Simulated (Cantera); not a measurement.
Feed: 1 mol CH4, a varied amount of H2, at 1900000 Pa.

Cantera equilibrium calculation (NASA polynomials, part measured and part estimated; ideal gas, pure solids and liquids). Candidate condensed phases: C, C6H6, C7H8, C8H18; 76 gas species. Rates play no part.

Stable condensed phases, one row left out:

```
T in K \ n(H2) in mol
         2.1   3 3.9 4.7 5.6 6.5 7.3 8.2 9.1 9.9
   2673    A   A   A   A   A   A   A   A   A   A
   2523    A   A   A   A   A   A   A   A   A   A
   2373    A   A   A   A   A   A   A   A   A   A
   2223    A   A   A   A   A   A   A   A   A   A
   2073    A   A   A   A   A   A   A   A   A   A
   1923    A   A   A   A   A   A   A   A   A   A
   1773    A   A   A   A   A   A   A   A   A   A
   1623    A   A   A   A   A   A   A   A   A   A
   1323    A   A   A   A   A   A   A   A   B   B
   1173    A   A   B   B   B   B   B   B   B   B
   1023    B   B   B   B   B   B   B   B   B   B
    873    B   B   B   B   B   B   B   B   B   B
```

A: C; B: gas only.

Give the row for 1473 K.

2.1: C; 3: C; 3.9: C; 4.7: C; 5.6: C; 6.5: C; 7.3: C; 8.2: C; 9.1: C; 9.9: C.
